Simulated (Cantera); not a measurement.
## SiH4 + C2H4 + H2 (silicon carbide growth)

Feed: 1 mol SiH4, 0.051 mol C2H4, 11 mol H2, at 1.20 Torr.

Method: chemical equilibrium by Gibbs-energy minimisation in Cantera with the NASA 1993 tables (ideal gas, pure condensed phases). Candidate condensed phases: C, C6H6, C7H8, C8H18, Si, SiC; 87 gas species. Mutual solubility and eutectic melting of coexisting phases are not modelled. Gases not in the tables: Si2H6 and higher silanes. Rates play no part.

From 1575 K to 1675 K the condensed part is Si(s) + SiC(s). From 1725 K to 2025 K the condensed part is Si(l) + SiC(s). The main Si-bearing gas is Si throughout. The share of Si in condensed phases is highest at 1575 K (99.9 %) and lowest at 2025 K (43.2 %).

| T (K) | x H2 | x H | x Si | x Si2C | x SiH | x Si2 | x SiH2 | x Si3 | n Si(s) | n SiC(s) | n Si(l) |
|---|---|---|---|---|---|---|---|---|---|---|---|
| 1575 | 0.999 | 0.00104 | 3.59e-5 | 9.57e-8 | 3.43e-6 | 7.63e-8 | 3.75e-6 | 1.60e-8 | 0.897 | 0.102 | 0 |
| 1625 | 0.998 | 0.00176 | 0.000102 | 3.83e-7 | 8.11e-6 | 2.96e-7 | 6.60e-6 | 6.76e-8 | 0.896 | 0.102 | 0 |
| 1675 | 0.997 | 0.00290 | 0.000271 | 1.40e-6 | 1.82e-5 | 1.06e-6 | 1.12e-5 | 2.62e-7 | 0.894 | 0.102 | 0 |
| 1725 | 0.995 | 0.00463 | 0.000634 | 4.44e-6 | 3.62e-5 | 3.03e-6 | 1.71e-5 | 7.51e-7 | 0 | 0.102 | 0.889 |
| 1775 | 0.991 | 0.00720 | 0.00137 | 1.27e-5 | 6.71e-5 | 7.68e-6 | 2.48e-5 | 1.85e-6 | 0 | 0.102 | 0.878 |
| 1825 | 0.986 | 0.0109 | 0.00284 | 3.44e-5 | 0.000120 | 1.85e-5 | 3.51e-5 | 4.34e-6 | 0 | 0.102 | 0.857 |
| 1875 | 0.978 | 0.0162 | 0.00566 | 8.81e-5 | 0.000208 | 4.25e-5 | 4.86e-5 | 9.71e-6 | 0 | 0.101 | 0.817 |
| 1925 | 0.965 | 0.0235 | 0.0109 | 0.000214 | 0.000348 | 9.34e-5 | 6.57e-5 | 2.08e-5 | 0 | 0.0991 | 0.740 |
| 1975 | 0.945 | 0.0333 | 0.0202 | 0.000498 | 0.000566 | 0.000197 | 8.69e-5 | 4.28e-5 | 0 | 0.0951 | 0.600 |
| 2025 | 0.915 | 0.0460 | 0.0364 | 0.00111 | 0.000891 | 0.000400 | 0.000112 | 8.48e-5 | 0 | 0.0863 | 0.346 |
x: gas mole fraction; n: condensed amount in mol.
